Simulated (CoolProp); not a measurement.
A simple Rankine cycle with carbonyl sulfide: condensing at 314.15 K, boiler at 4.07 MPa, turbine inlet 393.1 K, turbine efficiency 0.6, pump efficiency 0.6, no recuperator. Each further row changes one setting.

Computed with CoolProp (reference Helmholtz-energy equation of state, Lemmon 2006). It is a short technical equation, of lower accuracy than the large ones.

```tsv
case	thermal efficiency (%)	net work (kJ/kg)	heat in (kJ/kg)	turbine exit temperature (K)	volume ratio over the turbine
as stated	5.5	14.8	269	[?]	2.10
turbine inlet 413.1 K	5.8	16.7	[?]	365.4	[?]
condensing temperature 306.15 K	6.6	18.4	[?]	334.5	[?]
boiler pressure 2.85 MPa	[?]	9.64	285	368.4	1.48
turbine efficiency 0.5	4.3	[?]	269	[?]	2.13
```

### Question
Complete the blanks.

### Answer

- as stated, turbine exit temperature (K): 344.2
- turbine inlet 413.1 K, heat in (kJ/kg): 290
- turbine inlet 413.1 K, volume ratio over the turbine: 2.08
- condensing temperature 306.15 K, heat in (kJ/kg): 280
- condensing temperature 306.15 K, volume ratio over the turbine: 2.49
- boiler pressure 2.85 MPa, thermal efficiency (%): 3.4
- turbine efficiency 0.5, net work (kJ/kg): 11.7
- turbine efficiency 0.5, turbine exit temperature (K): 347.7
